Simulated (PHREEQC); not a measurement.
Consider water at 25 °C with 0.25 mol H2SO4, 1.1e-05 mol H4SiO4 and 0.021 mol CO2 per kg of water. Closed to the air; pH follows from the charge balance.

All values are PHREEQC results (ion-association model, phreeqc.dat), not measurements.

This is a speciation only: nothing precipitates in the calculation.

Question: Estimate the pH.

Answer: pH 0.66.

Question: In which forms is S present?

Answer: HSO4- 88 %, SO4-2 12 % of the S.
